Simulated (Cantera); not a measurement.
A perfectly stirred reactor is fed with 1.70 % CH4, 98.3 % H2, at 0.829 atm; it is held at 1875 K, and followed from long to short residence time.

Cantera simulation using GRI-Mech 3.0 (53 species, 325 reactions); the numbers are that mechanism's predictions, not measurements. GRI-Mech 3.0 stops at C3 and has no aromatics, soot or wall deposition, so with more carbon than oxygen in the feed, carbon stays in small species such as C2H2 where larger ones or solid carbon would form.

x: mole fraction; the columns are a selection and need not sum to one.

| τ (s) | x CH4 | x H2 | x H | x C2H4 | x C2H |
|---|---|---|---|---|---|
| 3.5 | 0.00270 | 0.990 | 0.000716 | 8.12e-5 | 5.93e-8 |
| 0.85 | 0.00352 | 0.989 | 0.000714 | 7.68e-5 | 5.57e-8 |
| 0.21 | 0.00546 | 0.988 | 0.000711 | ? | 4.73e-8 |
| 0.051 | 0.00881 | 0.986 | 0.000706 | ? | 3.30e-8 |
| 0.012 | 0.0128 | 0.984 | 0.000697 | ? | 1.62e-8 |
| 0.0030 | 0.0154 | 0.983 | 0.000679 | ? | 5.35e-9 |
| 0.00075 | 0.0164 | 0.983 | 0.000621 | ? | 1.07e-9 |

**Question.** Some entries are withheld; supply them.

**Answer.** 
- 0.21, x C2H4: 6.70e-5
- 0.051, x C2H4: 5.15e-5
- 0.012, x C2H4: 3.52e-5
- 0.0030, x C2H4: 2.52e-5
- 0.00075, x C2H4: 1.83e-5
